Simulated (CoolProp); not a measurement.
Vapour pressure (MPa) of fluorine: the reference equation beside estimates from Tc = 144.4 K, pc = 5.240 MPa, ω = 0.045. Clausius-Clapeyron is anchored at 111 K with a constant enthalpy of vaporisation of 5.445 kJ/mol.

The numbers come from the reference Helmholtz-energy equation of state, de Reuck 1990 in CoolProp.

```csv
T (K),reference,Lee-Kesler,Clausius-Clapeyron,Redlich-Kwong,Soave-Redlich-Kwong,Peng-Robinson
111,0.9496,0.9582,0.9496,0.9626,0.9638,0.9595
115.1,1.229,1.238,1.172,1.255,1.248,1.240
119.1,1.553,1.562,1.418,1.594,1.579,1.568
123.2,1.946,1.954,1.703,2.001,1.979,1.964
127.2,2.393,2.400,2.013,2.461,2.434,2.415
131.3,2.924,2.930,2.364,3.001,2.971,2.951
135.3,3.522,3.527,2.740,3.598,3.570,3.551
139.4,4.224,4.231,3.159,4.287,4.266,4.253
```

Absolute difference from the reference over all 8 rows, mean and median: Lee-Kesler 0.4 and 0.4 %, Clausius-Clapeyron 13.5 and 14.2 %, Redlich-Kwong 2.3 and 2.4 %, Soave-Redlich-Kwong 1.5 and 1.6 %, Peng-Robinson 0.9 and 0.9 %.
